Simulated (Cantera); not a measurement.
A perfectly stirred reactor is fed with H2 : O2 : N2 = 0.53 : 1 : 4.8 (molar parts), at 390 Torr; it is held at 1050 K, and followed from long to short residence time.

Detailed kinetics in Cantera: GRI-Mech 3.0 (53 species, 325 reactions). The temperature is held fixed by assumption; the heat of reaction is taken as removed at once.

Problem. What does this change do: N2 4.8 to 23 parts?

Solution. 
| quantity | before | after |
|---|---|---|
| x(H2) at τ = 0.790 s | 0.000460 | 0.000157 |
| x(O2) at τ = 0.790 s | 0.121 | 0.0304 |
| x(H2O2) at τ = 0.790 s | 1.51e-6 | 2.58e-7 |
| x(O) at τ = 0.790 s | 1.25e-5 | 1.25e-5 |
| x(NO) at τ = 0.790 s | 1.95e-8 | 2.23e-8 |
| x(H2) at τ = 86.0 ms | 0.00155 | 0.000546 |
| x(O2) at τ = 86.0 ms | 0.122 | 0.0305 |
| x(H2O2) at τ = 86.0 ms | 3.11e-6 | 5.03e-7 |
| x(O) at τ = 86.0 ms | 5.62e-5 | 5.02e-5 |
| x(NO) at τ = 86.0 ms | 1.91e-8 | 2.76e-8 |
